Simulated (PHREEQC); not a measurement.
Model water analysis in mg/L, 46 °C, pH 6.42, pe 9.8: Na 1.75; K 0.327; Ca 2.48; Mg 0.598; Cl 0.278; S(6) as SO4 3.27; Alkalinity as HCO3 10.8; Cu(2) 0.0144.

Valence states are taken as typed.

Computed with PHREEQC (ion-association model, phreeqc.dat).

| Property | Result |
|---|---|
| ionic strength | 0.000374 mol/kgw |
| charge-balance error | 1.0 % |

```
species  molality  activity   log γ
-------  --------  --------  ------
HCO3-    0.000177  0.000173  -0.010
CO2      0.000128  0.000128   0.000
Na+       7.61e-5   7.44e-5  -0.010
Ca+2      6.14e-5   5.60e-5  -0.040
SO4-2     3.34e-5   3.05e-5  -0.040
Mg+2      2.43e-5   2.22e-5  -0.040
K+        8.36e-6   8.17e-6  -0.010
Cl-       7.84e-6   7.66e-6  -0.010
```

No solid was allowed to form. Away from 25 °C the constants follow the database's enthalpies or fits; those with neither stay at their 25 °C values.
